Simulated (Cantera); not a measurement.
Input: 1 mol ZrO2, 48 mol H2, 15 mol N2, at 1750 °C and 1 atm.

These are equilibrium values from Cantera (NASA tables, ideal gas, pure condensed phases), not measurements of a reactor. Candidate condensed phases: H2O, Zr, ZrN, ZrO2; 28 gas species. Mutual solubility and eutectic melting of coexisting phases are not modelled. ZrN: taken at fixed stoichiometry. Condensed phases not in the tables: solid solutions among these carbides, nitrides and lower oxides. Rates play no part.

Base state: H2 0.760, N2 0.238, H 0.00165, H2O 0.000146 (mole fractions); condensed: ZrN(s) + ZrO2(tetragonal).

Task: What changes in the equilibrium state with this change: pressure from 1 atm to 13.3 mbar?

Result: 
```json
[
 {"species": "H2", "before": "0.760", "after": "0.749"},
 {"species": "N2", "before": "0.238", "after": "0.236"},
 {"species": "H", "before": "0.00165", "after": "0.0143"},
 {"species": "H2O", "before": "0.000146", "after": "4.88e-5"},
 {"species": "ZrN(s), mol", "before": "0.00461", "after": "0.00155"},
 {"species": "ZrO2(tetragonal), mol", "before": "0.995", "after": "0.998"}
]
```
